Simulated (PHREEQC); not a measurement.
Consider water at 20 °C with 11 mmol/kgw LiI and 0.43 mmol/kgw RbOH. Closed to the air; pH follows from the charge balance.

Model: ion-association model, wateq4f.dat, run in PHREEQC.

This is a speciation only: nothing precipitates in the calculation.

Problem. Estimate the pH.

Solution. pH 10.75.
